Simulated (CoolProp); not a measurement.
Values from CoolProp's reference Helmholtz-energy equation of state, Outcalt 1996. It is a modified Benedict-Webb-Rubin equation, recast in Helmholtz form.

### Question
Give the vapour pressure (MPa), vapour density (kg/m³), liquid cp (kJ/(kg K)), surface tension (mN/m) of saturated R152A at 21.25, 30.75 °C.

### Answer
```csv
T (°C),p (MPa),vapour density (kg/m³),liquid cp (kJ/(kg K)),surface tension (mN/m)
21.25,0.533,16.5,1.78,10.2
30.75,0.705,21.8,1.83,8.95
```

Surface tension comes from a separate correlation (Mulero 2012).
